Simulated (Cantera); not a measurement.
A Cantera script and what it prints.

```python
import numpy as np
import cantera as ct

gas_names = """
    NO ZrO2 N2
""".split()
cond_names = """
    Zr(a) Zr(b) Zr(L)
""".split()


# ... load() reads the species with a 1 bar reference pressure and builds the phases ...
species = {s.name: s for s in load("nasa_gas.yaml", gas_names) + load("nasa_condensed.yaml", cond_names)}
# Each term lists the table entries of one substance; the one whose range holds T is used.
reactions = {
    '2 NO(g) + Zr = ZrO2(g) + N2(g)':
        [(-2, ['NO']), (-1, ['Zr(a)', 'Zr(b)', 'Zr(L)']), (1, ['ZrO2']), (1, ['N2'])],
}


def pick(names, T):
    return next(species[n] for n in names if species[n].thermo.min_temp <= T <= species[n].thermo.max_temp)


results = []
for label, terms in reactions.items():
    print(label)
    print("     T/K   dH/kJ  dS/(J/K)   dG/kJ   log10 K")
    for T in [2048, 2123, 2198, 2273, 2348]:
        used = [(nu, pick(names, T)) for nu, names in terms]
        dH = sum(nu * s.thermo.h(T) for nu, s in used) / 1e6
        dS = sum(nu * s.thermo.s(T) for nu, s in used) / 1e3
        dG = dH - T * dS / 1e3
        logK = -dG * 1e6 / (ct.gas_constant * T * np.log(10))
        results.append((label, T, dH, dS, dG, logK, [s.name for _, s in used]))
        print(f"{T:8g} {dH:8.1f} {dS:8.1f} {dG:8.1f} {logK:8.2f}")
```

Result:

```
2 NO(g) + Zr = ZrO2(g) + N2(g)
     T/K   dH/kJ  dS/(J/K)   dG/kJ   log10 K
    2048   -489.0    -14.9   -458.5    11.69
    2123   -490.1    -15.4   -457.4    11.25
    2198   -512.7    -26.0   -455.5    10.82
    2273   -514.3    -26.8   -453.5    10.42
    2348   -515.9    -27.5   -451.5    10.04
```

Source: NASA polynomial tables (part measured, part estimated), evaluated in Cantera. Condensed species are held in their standard states even where they would react or evaporate.
